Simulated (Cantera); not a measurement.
Feed: 1 mol PbO, 0.13 mol H₂, a varied amount of N₂, held at 7.50 Torr.

Cantera equilibrium calculation (NASA polynomials, part measured and part estimated; ideal gas, pure solids and liquids). Candidate condensed phases: H₂O, Pb, PbO, PbO₂, Pb₃O₄; 27 gas species. Each liquid is taken as pure. Mutual solubility and eutectic melting of coexisting phases are not modelled. The numbers say what is thermodynamically allowed, not how fast it happens.

Q: What condenses at these points (T in K, n(N₂) in mol): (1598, 5.6); (998, 32); (1298, 0.64); (1223, 5.6); (698, 21); (1598, 8.7)?

A: 
| T (K) | n(N₂) in mol | condensed phases | Pb condensed (%) |
|---|---|---|---|
| 1598 | 5.6 | gas only | 0.0 |
| 998 | 32 | Pb + PbO | 94.9 |
| 1298 | 0.64 | PbO | 82.9 |
| 1223 | 5.6 | PbO | 80.6 |
| 698 | 21 | Pb + PbO | 100.0 |
| 1598 | 8.7 | gas only | 0.0 |
